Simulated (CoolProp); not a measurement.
Vapour-liquid equilibrium of diethyl ether (1) + n-hexane (2) at 823 kPa; x and y are mole fractions of (1).

The numbers come from the multi-fluid Helmholtz-energy mixture model, Thol 2014 and Thol 2019; pair parameters Bell 2016 in CoolProp.

| x | bubble temperature (K) | y at the bubble point | dew temperature at overall composition x (K) | liquid density (mol/L) |
|---|---|---|---|---|
| 0.05 | 423.9 | 0.101 | … | … |
| 0.2 | 414.2 | 0.345 | … | 6.358 |
| 0.35 | 406.5 | 0.525 | 414.0 | 6.642 |
| 0.5 | 400.1 | 0.667 | 407.6 | 6.931 |
| 0.65 | 394.5 | 0.785 | 400.8 | 7.231 |
| 0.8 | 389.5 | 0.885 | 393.7 | … |
| 0.95 | … | 0.973 | 386.2 | 7.884 |

Problem. Fill in the missing entries.

Solution. 
- 0.05, dew temperature at overall composition x (K): 425.9
- 0.05, liquid density (mol/L): 6.067
- 0.2, dew temperature at overall composition x (K): 420.1
- 0.8, liquid density (mol/L): 7.548
- 0.95, bubble temperature (K): 384.9

No azeotrope shows between x = 0.05 and 0.95.

The pair parameters rest on a limited set of measurements; away from them the model extrapolates.
